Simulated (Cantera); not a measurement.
An adiabatic, constant-pressure homogeneous reactor starts with CO : H2 : O2 : N2 = 1 : 0.55 : 1.02 : 12.2 (molar parts), equivalence ratio 0.76, at 1650 K and 10.0 bar. Integrator tolerance rtol = 1e-08.

Model: GRI-Mech 3.0 (53 species, 325 reactions), integrated in Cantera. The hydrogen kinetics of GRI-Mech 3.0 are dated; newer H2 mechanisms differ, most at raised pressure.

Problem. What does this change do: pressure from 10.0 bar to 2.70 bar?

Solution. 
| quantity | before | after |
|---|---|---|
| time of steepest temperature rise | 3.10 µs | 11.2 µs |
| temperature at 8.00 s | 2379 K | 2359 K |
| equilibrium temperature | 2379 K | 2359 K |
| x(CO) at 8.00 s | 0.00322 (gas-phase equilibrium 0.00322) | 0.00520 (gas-phase equilibrium 0.00520) |
| x(H2) at 8.00 s | 0.000308 (gas-phase equilibrium 0.000308) | 0.000510 (gas-phase equilibrium 0.000510) |
| x(O2) at 8.00 s | 0.0160 (gas-phase equilibrium 0.0160) | 0.0168 (gas-phase equilibrium 0.0168) |
| x(O) at 8.00 s | 0.000312 (gas-phase equilibrium 0.000312) | 0.000552 (gas-phase equilibrium 0.000552) |
| x(CO2) at 8.00 s | 0.0681 (gas-phase equilibrium 0.0681) | 0.0660 (gas-phase equilibrium 0.0660) |
| x(N2O) at 8.00 s | 9.83e-7 (gas-phase equilibrium 9.83e-7) | 5.04e-7 (gas-phase equilibrium 5.04e-7) |
| x(NO) at 8.00 s | 0.00534 (gas-phase equilibrium 0.00534) | 0.00527 (gas-phase equilibrium 0.00527) |

Problem. What does this change do: constant volume in place of constant pressure?

Solution. 
| quantity | before | after |
|---|---|---|
| time of steepest temperature rise | 3.10 µs | 3.10 µs |
| temperature at 8.00 s | 2379 K | 2520 K |
| equilibrium temperature | 2379 K | 2520 K |
| x(CO) at 8.00 s | 0.00322 (gas-phase equilibrium 0.00322) | 0.00558 (gas-phase equilibrium 0.00558) |
| x(H2) at 8.00 s | 0.000308 (gas-phase equilibrium 0.000308) | 0.000507 (gas-phase equilibrium 0.000507) |
| x(O2) at 8.00 s | 0.0160 (gas-phase equilibrium 0.0160) | 0.0161 (gas-phase equilibrium 0.0161) |
| x(O) at 8.00 s | 0.000312 (gas-phase equilibrium 0.000312) | 0.000536 (gas-phase equilibrium 0.000536) |
| x(CO2) at 8.00 s | 0.0681 (gas-phase equilibrium 0.0681) | 0.0656 (gas-phase equilibrium 0.0656) |
| x(N2O) at 8.00 s | 9.83e-7 (gas-phase equilibrium 9.83e-7) | 1.54e-6 (gas-phase equilibrium 1.54e-6) |
| x(NO) at 8.00 s | 0.00534 (gas-phase equilibrium 0.00534) | 0.00694 (gas-phase equilibrium 0.00694) |
